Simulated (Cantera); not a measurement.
## Thermodynamics of nitride etching, feed AlN + HCl + N2

Charge: 1 mol AlN, a varied amount of HCl, 8.8 mol N2, held at 1.90 Pa.

Cantera equilibrium calculation (NASA polynomials, part measured and part estimated; ideal gas, pure solids and liquids). Candidate condensed phases: Al, AlCl3, AlN, NH4Cl; 20 gas species. The tables' values for AlCl2 are old estimates. Kinetics and transport are ignored.

Stable condensed phases:

```
T in °C \ n(HCl) in mol
         1.3   2 3.1 4.7   7  11  16  24  37  56
   1127    A   A   A   A   A   A   A   A   A   A
   1077    A   A   A   A   A   A   A   A   A   A
   1027    B   A   A   A   A   A   A   A   A   A
    977    B   B   A   A   A   A   A   A   A   A
    927    B   B   B   A   A   A   A   A   A   A
    877    B   B   B   A   A   A   A   A   A   A
    827    B   B   B   A   A   A   A   A   A   A
    777    B   B   B   A   A   A   A   A   A   A
    727    B   B   B   A   A   A   A   A   A   A
    677    B   B   B   A   A   A   A   A   A   A
    627    B   B   B   A   A   A   A   A   A   A
    577    B   B   B   A   A   A   A   A   A   A
    527    B   B   B   A   A   A   A   A   A   A
    477    B   B   B   A   A   A   A   A   A   A
```

A: gas only; B: AlN.
